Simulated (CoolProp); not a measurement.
The numbers come from the reference Helmholtz-energy equation of state, Lemmon 2003 in CoolProp. It is a pseudo-pure fit of the blend.

**Question.** For R410A, give the phase and the density (kg/m³), speed of sound (m/s), Joule-Thomson coefficient (K/MPa) at 419.2 K and 17 MPa; 250.6 K and 0.102 MPa.

**Answer.** 
- 419.2 K and 17 MPa: supercritical; density 623, speed of sound 255, Joule-Thomson coefficient 1.88
- 250.6 K and 0.102 MPa: gas; density 3.65, speed of sound 181, Joule-Thomson coefficient 38.9
